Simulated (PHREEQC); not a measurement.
PHREEQC input (ion-association model, phreeqc.dat):

```
SOLUTION 1
  temp 25
  units mol/kgw
  pH 7 charge
END
SELECTED_OUTPUT 1
  -reset false
  -pH true
  -pe true
  -ionic_strength true
  -water true
  -totals Mtg
  -molalities H+ OH-
USER_PUNCH 1
  -headings p_Mtg(g) phi_Mtg(g) p_H2O(g) phi_H2O(g) density
  10 PUNCH PR_P("Mtg(g)"), PR_PHI("Mtg(g)"), PR_P("H2O(g)"), PR_PHI("H2O(g)"), RHO
PRINT
  -reset false
USE solution 1
REACTION_TEMPERATURE 1
  50
GAS_PHASE 1
  -fixed_pressure
  -pressure 2
  -temperature 50
  -volume 20
  Mtg(g) 2
  H2O(g) 0
END
# ... the last block is repeated for the other 12 points of P (atm)
```

Selected output (columns that matter, 13 of 13 rows; P (atm) added in front):

```
P (atm)	pH	mu	Mtg	m_H+	m_OH-	p_Mtg(g)	phi_Mtg(g)	p_H2O(g)	phi_H2O(g)	density
2	6.6307	2.3419e-07	0.0020525	2.3419e-07	2.3419e-07	1.8776	0.99664	0.1224	0.99227	0.98804
5	6.6302	2.3448e-07	0.0052837	2.3448e-07	2.3448e-07	4.8763	0.9915	0.12366	0.98419	0.98812
10	6.6293	2.3495e-07	0.010544	2.3495e-07	2.3495e-07	9.8742	0.98313	0.12577	0.9709	0.98826
20	6.6275	2.3591e-07	0.020616	2.3591e-07	2.3591e-07	19.87	0.96688	0.1301	0.94486	0.98853
30	6.6257	2.3688e-07	0.030119	2.3688e-07	2.3688e-07	29.865	0.95129	0.13459	0.91951	0.98882
40	6.6239	2.3785e-07	0.03909	2.3785e-07	2.3785e-07	39.861	0.93635	0.13922	0.89488	0.98911
50	6.6222	2.3883e-07	0.047564	2.3883e-07	2.3883e-07	49.856	0.92205	0.14401	0.87097	0.98941
75	6.6177	2.4129e-07	0.066793	2.4129e-07	2.4129e-07	74.843	0.88912	0.1566	0.8145	0.99018
100	6.6133	2.4379e-07	0.083607	2.4378e-07	2.4378e-07	99.83	0.86011	0.17	0.76296	0.99099
150	6.6043	2.4887e-07	0.11164	2.4887e-07	2.4887e-07	149.8	0.81329	0.19861	0.67532	0.99267
200	6.5953	2.5407e-07	0.13433	2.5407e-07	2.5407e-07	199.77	0.77978	0.22831	0.60748	0.99442
300	6.5773	2.6483e-07	0.17014	2.6483e-07	2.6483e-07	299.71	0.74335	0.28624	0.51797	0.99799
400	6.5593	2.7607e-07	0.19859	2.7607e-07	2.7607e-07	399.66	0.73473	0.33906	0.46726	1.0016
```

Species that the database lacks are ignored. Constants without temperature data keep their 25 °C values here.
